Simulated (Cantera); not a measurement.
## Adiabatic ignition

An adiabatic, constant-pressure homogeneous reactor starts with CH4 : O2 : N2 = 1 : 1.33 : 5.01 (molar parts), equivalence ratio 1.5, at 1798 K and 0.711 atm.

Model: GRI-Mech 3.0 (53 species, 325 reactions), integrated in Cantera.

```tsv
t (s)	T (K)	x CH4	x O2	x NO	x H2	x C2H4	x H2O
7.00e-6	1798	0.136	0.181	<1e-12	2.45e-5	4.95e-8	2.06e-5
1.70e-5	1797	0.136	0.181	3.68e-12	6.82e-5	1.03e-6	8.26e-5
4.14e-5	1797	0.135	0.181	1.84e-11	0.000257	2.32e-5	0.000452
0.000101	1810	0.127	0.176	2.58e-10	0.00317	0.000778	0.00533
0.000245	2782	<1e-12	0.00364	0.000365	0.0731	<1e-12	0.144
0.000596	2812	<1e-12	0.00315	0.00120	0.0734	<1e-12	0.147
0.00145	2814	<1e-12	0.00292	0.00263	0.0740	<1e-12	0.147
0.00352	2811	<1e-12	0.00280	0.00366	0.0745	<1e-12	0.146
0.00857	2811	<1e-12	0.00279	0.00379	0.0746	<1e-12	0.146
0.0209	2811	<1e-12	0.00279	0.00379	0.0746	<1e-12	0.146
0.0507	2811	<1e-12	0.00279	0.00379	0.0746	<1e-12	0.146
0.123	2811	<1e-12	0.00279	0.00379	0.0746	<1e-12	0.146
0.300	2811	<1e-12	0.00279	0.00379	0.0746	<1e-12	0.146
```
x: mole fraction; the columns are a selection and need not sum to one.

The time of steepest temperature rise is 0.164 ms and the temperature at 0.300 s comes out as 2811 K. The equilibrium temperature is 2811 K. The x(CH4) at 0.300 s comes out as <1e-12 (gas-phase equilibrium <1e-12), the x(O2) at 0.300 s is 0.00279 (gas-phase equilibrium 0.00279) and the x(NO) at 0.300 s is 0.00379 (gas-phase equilibrium 0.00379).
